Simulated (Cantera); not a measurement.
Input (Python, Cantera) and output of one run.

```python
import numpy as np
import cantera as ct

gas_names = """
    H HO2 H2 H2O H2O2 O OH O2 O3 V VO VO2
""".split()
cond_names = """
    H2O(s) H2O(L) V(cr) V(L) VO(s) VO(L) V2O3(s) V2O3(L) V2O4(I) V2O4(II) V2O4(L) V2O5(s) V2O5(L)
""".split()


def load(file, names, dense=False):
    # The tables refer to 1 bar. Condensed volumes are neglected.
    table = {s.name: s for s in ct.Species.list_from_file(file)}
    out = []
    for n in names:
        d = dict(table[n].input_data)
        d["thermo"] = dict(d["thermo"], **{"reference-pressure": 1e5})
        if dense:
            d["equation-of-state"] = {"model": "constant-volume", "density": "1e6 g/cm^3"}
        out.append(ct.Species.from_dict(d))
    return out


gas = ct.Solution(thermo="ideal-gas", species=load("nasa_gas.yaml", gas_names))
cond = {s.name: ct.Solution(thermo="fixed-stoichiometry", species=[s], name=s.name)
        for s in load("nasa_condensed.yaml", cond_names, dense=True)}
atoms = {
    'V2O3': {'V': 2, 'O': 3},
    'H2': {'H': 2},
}
top_T = {}  # K; cautious upper limits of use, not melting points


def equilibrate(T, P, feed):
    n = {}
    for name, mol in feed.items():
        for a, k in atoms[name].items():
            n[a] = n.get(a, 0.0) + k * mol
    gas.TPX = T, P, n
    mass = sum(n.values()) * gas.mean_molecular_weight
    gas.equilibrate("TP")
    valid = [c for c in cond.values() if c.min_temp <= T <= top_T.get(c.name, c.max_temp)]
    mix = ct.Mixture([(gas, mass / gas.mean_molecular_weight)] + [(c, 0.0) for c in valid])
    mix.T, mix.P = T, P
    mix.equilibrate("TP", solver="vcs", rtol=1e-11, max_steps=5000)
    return mix


results = []
feed = {'V2O3': 1, 'H2': 38}  # mol
T = 1550  # K
P = 133.322  # Pa
mix = equilibrate(T, P, feed)
results.append((T, P, feed, dict(zip(mix.species_names, mix.species_moles))))
x = sorted(zip(gas.X, gas.species_names), reverse=True)
print(f"T = {T:g} K  P = {P:g} Pa  gas = {mix.phase_moles(0):.4g} mol")
print("   x: " + "  ".join(f"{s} {v:.3e}" for v, s in x if v > 1e-05))
print("   condensed (mol): " + ("  ".join(f"{mix.phase(i).name} {mix.phase_moles(i):.4g}"
      for i in range(1, mix.n_phases) if mix.phase_moles(i) > 1e-12) or "none"))
```

Output:

```
T = 1550 K  P = 133.322 Pa  gas = 38.02 mol
   x: H2 9.944e-01  H2O 4.750e-03  H 8.601e-04
   condensed (mol): VO(s) 0.3612  V2O3(s) 0.8194
```

These are equilibrium values from Cantera (NASA tables, ideal gas, pure condensed phases), not measurements of a reactor. Mutual solubility and eutectic melting of coexisting phases are not modelled. VO: taken at fixed stoichiometry. Condensed phases not in the tables: the oxides between V2O3 and V2O5 other than VO2.
